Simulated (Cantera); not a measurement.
Standard-state values (1 bar) from the NASA 1993 polynomials, evaluated with Cantera. Values are per mole of reaction as written; species without (g) are pure solids or liquids, kept so even where they would boil at 1 bar.

a) Nb + O2(g) ⇌ NbO2(g)
b) 1.2 Ti + O2(g) ⇌ 0.4 Ti3O5
c) 1.333 Ti + O2(g) ⇌ 0.6667 Ti2O3
d) 1.333 B + O2(g) ⇌ 0.6667 B2O3(g)
e) 0.6667 Cr + O2(g) ⇌ 0.6667 CrO3(g)
f) 2 Pb + O2(g) ⇌ 2 PbO(g)

### Question
Order these by ΔG° at 1048 K, most negative first.

### Answer
c (-820 kJ), b (-796 kJ), d (-531 kJ), a (-229 kJ), e (-147 kJ), f (6 kJ)
